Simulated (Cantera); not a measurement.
Charge: 1 mol Si, 1.6 mol HBr, 1.3 mol H2, held at 848 K and 6.90 Torr.

These are equilibrium values from Cantera (NASA tables, ideal gas, pure condensed phases), not measurements of a reactor. Candidate condensed phases: Br2, Si; 19 gas species. The tables' values for SiBr3 are old estimates; treat these amounts as uncertain. The numbers say what is thermodynamically allowed, not how fast it happens.

Base state: H2 0.825, SiBr4 0.150, HBr 0.0183, SiHBr3 0.00611, SiBr2 0.000276, SiBr3 0.000206, SiH2Br2 0.000117 (mole fractions); condensed: Si(s).

Task: What changes in the equilibrium state with this change: pressure from 6.90 Torr to 1.13 Torr?

Result: 
```tsv
species	before	after
H2	0.825	0.818
SiBr4	0.150	0.148
HBr	0.0183	0.0286
SiHBr3	0.00611	0.00384
SiH2Br2	0.000117	4.65e-5
SiBr2	0.000276	0.000679
Si(s), mol	0.607	0.614
```

Task: What changes in the equilibrium state with this change: HBr from 1.6 to 15 mol?

Result: 
```json
[
 {"species": "HBr", "before": "0.0183", "after": "0.719"},
 {"species": "H2", "before": "0.825", "after": "0.216"},
 {"species": "SiBr4", "before": "0.150", "after": "0.0653"},
 {"species": "SiH2Br2", "before": "0.000117", "after": "2.26e-9"},
 {"species": "SiBr2", "before": "0.000276", "after": "2.04e-8"},
 {"species": "SiHBr3", "before": "0.00611", "after": "1.77e-5"},
 {"species": "SiBr3", "before": "0.000206", "after": "1.17e-6"},
 {"species": "Si(s), mol", "before": "0.607", "after": "0"}
]
```
